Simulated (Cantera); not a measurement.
Feed: 1 mol V, 0.016 mol O2, 93 mol N2, at 2198.15 K and 47.0 mbar.

Cantera equilibrium calculation (NASA polynomials, part measured and part estimated; ideal gas, pure solids and liquids). Candidate condensed phases: V, VN, VO, V2O3, V2O4, V2O5; 13 gas species. VN: taken at fixed stoichiometry. Condensed phases not in the tables: V2N. Rates play no part.

Base state: N2 0.999, V 0.000466, VO 0.000300, VO2 2.25e-5 (mole fractions); condensed: VN(s).

What changes in the equilibrium state with this change: pressure from 47.0 mbar to 1 atm?


```tsv
species	before	after
N2	0.999	1.000
VO	0.000300	2.52e-5
VO2	2.25e-5	1.59e-5
V	0.000466	4.65e-6
VN(s), mol	0.927	0.969
VO(l), mol	0	0.0267
```
Mutual solubility and eutectic melting of coexisting phases are not modelled. VN, VO: taken at fixed stoichiometry. Condensed phases not in the tables: solid solutions among these carbides, nitrides and lower oxides, V2N.

What changes in the equilibrium state with this change: O2 from 0.016 to 0.75 mol?


```
species         before     after
------------  --------  --------
N2               0.999     0.994
VO2            2.25e-5   0.00533
VO            0.000300  0.000543
V             0.000466   6.42e-6
NO             9.23e-8   1.21e-5
VN(s), mol       0.927         0
VO(l), mol           0     0.449
V2O3(s), mol         0  0.000234
```
Mutual solubility and eutectic melting of coexisting phases are not modelled. VO: taken at fixed stoichiometry. Condensed phases not in the tables: the oxides between V2O3 and V2O5 other than VO2.
